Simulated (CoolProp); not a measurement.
Vapour-liquid equilibrium of R152A (1) + isobutene (2) at 3.64 kPa; x and y are mole fractions of (1).

Values from CoolProp's multi-fluid Helmholtz-energy mixture model, Outcalt 1996 and Lemmon 2005; pair parameters Bell 2016.

```tsv
x	bubble temperature (°C)	y at the bubble point	dew temperature at overall composition x (°C)	liquid density (mol/L)
0.05	-74.1	0.336	-69.9	12.60
0.15	-78.5	0.563	-71.3	12.99
0.25	-80.1	0.639	-72.7	13.37
0.35	-80.8	0.672	-74.4	13.75
0.45	-81.1	0.689	-76.2	14.15
0.55	-81.2	0.702	-78.2	14.58
0.65	-81.3	0.717	-80.3	15.05
0.75	-81.3	0.742	-81.3	15.56
0.85	-81.2	0.792	-80.9	16.10
0.95	-80.6	0.900	-80.2	16.68
```

y crosses x between x = 0.65 and 0.75: the model has an azeotrope there.

Pair parameters are fitted to limited data, so mixtures are less certain than the pure fluids.
